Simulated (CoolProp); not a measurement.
trans-2-butene along the isobar 5.09 MPa: density (kg/m³) from the reference equation and from simpler models built on Tc = 428.6 K, pc = 4.019 MPa, ω = 0.210; each cubic takes its own stable root.

Computed with CoolProp (reference Helmholtz-energy equation of state, Lemmon 2005). It is a short technical equation, of lower accuracy than the large ones.

```
T (K)   phase  reference  van der Waals  Redlich-Kwong  Soave-Redlich-Kwong  Peng-Robinson
-----  ------  ---------  -------------  -------------  -------------------  -------------
179.3  liquid      728.3          438.0          648.0                653.2          732.6
192.7  liquid      715.1          432.0          638.0                644.4          723.4
206.1  liquid      701.8          425.8          627.5                635.2          713.5
219.4  liquid      688.6          419.5          616.6                625.4          703.1
232.8  liquid      675.2          412.9          605.0                615.0          692.0
246.2  liquid      661.6          406.1          592.9                603.9          680.0
259.6  liquid      647.8          399.1          580.1                592.2          667.3
273    liquid      633.7          391.7          566.7                579.6          653.7
286.4  liquid      619.3          384.1          552.5                566.3          639.0
299.8  liquid      604.4          376.0          537.6                552.0          623.3
313.2  liquid      589.0          367.6          521.8                536.6          606.2
326.6  liquid      572.9          358.7          505.0                520.0          587.7
340    liquid      555.9          349.2          487.0                502.1          567.5
353.4  liquid      537.7          339.0          467.7                482.5          545.2
366.8  liquid      518.2          328.0          446.7                460.9          520.5
380.2  liquid      496.6          316.0          423.6                436.7          492.7
```
